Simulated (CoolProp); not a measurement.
Vapour-liquid equilibrium of n-hexane (1) + dimethyl carbonate (2) at 0.022 MPa; x and y are mole fractions of (1).

Values from CoolProp's multi-fluid Helmholtz-energy mixture model, Thol 2019 and Zhou 2011; pair parameters Bell 2016.

| x | bubble temperature, mixture model (°C) | bubble temperature, Raoult's law (°C) | y, mixture model | y, Raoult's law |
|---|---|---|---|---|
| 0.05 | [?] | 47.1 | 0.407 | 0.111 |
| 0.15 | 29.2 | 44.2 | 0.634 | 0.299 |
| 0.25 | [?] | 41.6 | 0.692 | 0.450 |
| 0.35 | [?] | 39.1 | [?] | 0.574 |
| 0.45 | 25.5 | 36.9 | 0.718 | 0.675 |
| 0.55 | 25.3 | 34.8 | 0.725 | 0.759 |
| 0.65 | 25.1 | 32.9 | [?] | 0.829 |
| 0.75 | [?] | 31.0 | [?] | 0.888 |
| 0.85 | 25.1 | 29.4 | 0.814 | 0.938 |
| 0.95 | 26.0 | 27.8 | 0.914 | 0.981 |

Task: What belongs in the gaps?

Result: 
- 0.05, bubble temperature, mixture model (°C): 37.9
- 0.25, bubble temperature, mixture model (°C): 26.6
- 0.35, bubble temperature, mixture model (°C): 25.8
- 0.35, y, mixture model: 0.711
- 0.65, y, mixture model: 0.738
- 0.75, bubble temperature, mixture model (°C): 25.0
- 0.75, y, mixture model: 0.764

The largest gap from Raoult's law is -15.0 K in bubble temperature, at x = 0.25. y crosses x between x = 0.75 and 0.85: the model has an azeotrope there.

The pair parameters rest on a limited set of measurements; away from them the model extrapolates. With so large a gap from Raoult's law the liquid may split in two, which this calculation doesn't test in full.
